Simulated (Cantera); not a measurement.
# Stirred combustor or abatement burner

A perfectly stirred reactor is fed with 18.3 % CH3OH, 17.2 % O2, 64.5 % N2, at 1.48 atm; it is adiabatic with a 700 K inlet, and is followed from long to short residence time, starting on the burning branch (τ in s: 0.34, 0.13, 0.051, 0.02, 0.0075, 0.0029, 0.0011, 0.00043, 0.00016, 6.3e-05, 2.4e-05, 9.3e-06).

Model: GRI-Mech 3.0 (53 species, 325 reactions), integrated in Cantera. GRI-Mech 3.0 was tuned for natural gas; its chemistry of methanol as a main component is partial and can be far from experiment.

```tsv
τ (s)	T (K)	x CH3OH	x O2	x NO2	x HO2	x O	x NO	x C2H4
0.34	2182	4.00e-7	2.29e-5	7.25e-10	1.04e-8	9.46e-6	7.39e-5	5.47e-11
0.13	2178	8.39e-7	4.19e-5	8.88e-10	2.03e-8	1.55e-5	8.48e-5	1.32e-10
0.051	2171	1.60e-6	7.87e-5	1.12e-9	4.40e-8	2.93e-5	9.73e-5	2.50e-10
0.020	2160	2.94e-6	0.000150	1.43e-9	9.80e-8	5.90e-5	0.000111	4.95e-10
0.0075	2144	5.55e-6	0.000294	1.84e-9	2.16e-7	0.000122	0.000124	1.24e-9
0.0029	2121	1.06e-5	0.000554	2.24e-9	4.31e-7	0.000229	0.000130	3.73e-9
0.0011	2094	2.18e-5	0.00103	2.51e-9	8.29e-7	0.000390	0.000125	1.37e-8
0.00043	2064	4.72e-5	0.00186	2.54e-9	1.60e-6	0.000570	0.000108	5.82e-8
0.00016	2029	0.000119	0.00370	2.34e-9	3.91e-6	0.000731	8.02e-5	3.29e-7
6.3e-5	1975	0.000347	0.00850	2.20e-9	1.52e-5	0.000793	4.34e-5	2.25e-6
2.4e-5	700	0.183	0.172	<1e-12	<1e-12	<1e-12	<1e-12	<1e-12
9.3e-6	700	0.183	0.172	<1e-12	<1e-12	<1e-12	<1e-12	<1e-12
```
x: mole fraction; the columns are a selection and need not sum to one.
